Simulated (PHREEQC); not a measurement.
A PHREEQC input (ion-association model, wateq4f.dat):

```
SOLUTION 1
  temp 25
  units mg/kgw
  pH 6.26
  pe 9.9
  Na 4.39
  K 0.000752
  Ca 2.72
  Mg 0.466
  Cl 0.704
  S(6) 10.4 as SO4
  Alkalinity 7.65
  Sr 0.232
  Li 0.0252
  Pb 0.319
  Cu(2) 0.0033
  Br 0.00577
END
USE solution 1
EQUILIBRIUM_PHASES 1
  Quartz 0 0.5
  CO2(g) -2.5 10
END
```

The run finishes without an error or a warning.

Its last state differs from that of the intended input:

```tsv
quantity	as run	intended
pH	6.49	6.41
ionic strength (mol/kgw)	0.000575	0.000561
HCO3- (mol/kgw)	0.000152	0.000125
PbCO3 (mol/kgw)	3.32e-7	2.47e-7
CaHCO3+ (mol/kgw)	1.16e-7	9.54e-8
H3SiO4- (mol/kgw)	4.90e-8	4.02e-8
SI of Cerrusite (PbCO3)	-0.59	-0.72
```

One thing in the input isn't as intended. What explains the difference?

One answer among several that fit: The fault: 'as HCO3' left off the alkalinity, which is then read as CaCO3.
